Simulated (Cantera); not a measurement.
Input: 1 mol Nb, 0.15 mol O2, 8.5 mol H2, at 0.00150 Torr.

Equilibrium computed with Cantera from the NASA thermochemical tables; the gas is ideal and each condensed phase is pure. Candidate condensed phases: H2O, Nb, NbO, NbO2, Nb2O5; 12 gas species. Condensed phases not in the tables: N, O or C dissolved in the metal. The numbers say what is thermodynamically allowed, not how fast it happens.

At 2400 K, list the 6 most abundant gas species with their mole fractions, and the condensed phases.

H 0.971, NbO 0.0173, H2 0.00745, Nb 0.00409, O 6.93e-5, NbO2 3.99e-5. Condensed: Nb(s).
